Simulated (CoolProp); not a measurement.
Properties of dodecamethylpentasiloxane (MD3M) along the isobar 4930 kPa.

Model: reference Helmholtz-energy equation of state, Thol 2019, in CoolProp.

| T (°C) | phase | cv (kJ/(kg K)) | speed of sound (m/s) | isothermal compressibility (1/MPa) | fugacity coefficient |
|---|---|---|---|---|---|
| 87.95 | liquid | ___ | 799.2 | 0.002216 | 0.0002696 |
| 95.25 | liquid | 1.610 | 780.1 | 0.002340 | 0.0003969 |
| 102.55 | liquid | 1.627 | 761.3 | 0.002472 | 0.0005726 |
| 109.75 | liquid | 1.643 | 743.1 | ___ | 0.0008066 |
| 117.05 | liquid | 1.660 | 725.0 | 0.002760 | 0.001122 |
| 124.25 | liquid | 1.676 | 707.4 | 0.002918 | 0.001528 |
| 131.55 | liquid | 1.692 | 689.8 | ___ | 0.002057 |
| 138.85 | liquid | 1.708 | 672.6 | 0.003271 | 0.002729 |
| 146.05 | liquid | 1.724 | ___ | 0.003464 | 0.003558 |
| 153.35 | liquid | ___ | 639.1 | 0.003674 | 0.004596 |

**Question.** Fill in the missing entries.

**Answer.** 
- 87.95, cv (kJ/(kg K)): 1.593
- 109.75, isothermal compressibility (1/MPa): 0.002610
- 131.55, isothermal compressibility (1/MPa): 0.003089
- 146.05, speed of sound (m/s): 655.8
- 153.35, cv (kJ/(kg K)): 1.740
